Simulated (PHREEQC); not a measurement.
Alkaline etch or developer (model solution)

Make-up at 25 °C: 2.1 mmol/kgw KOH, 0.97 mmol/kgw H4SiO4 and 0.24 mmol/kgw K3PO4. Closed to the air; pH follows from the charge balance.

The numbers come from PHREEQC with the ion-association model, phreeqc.dat.

No solid was allowed to form.

Problem. Predict the pH, ionic strength.

Solution. pH 11.11; ionic strength 0.00310 mol/kgw.

Problem. In which forms is P present?

Solution. HPO4-2 92 %, PO4-3 7.3 % of the P.
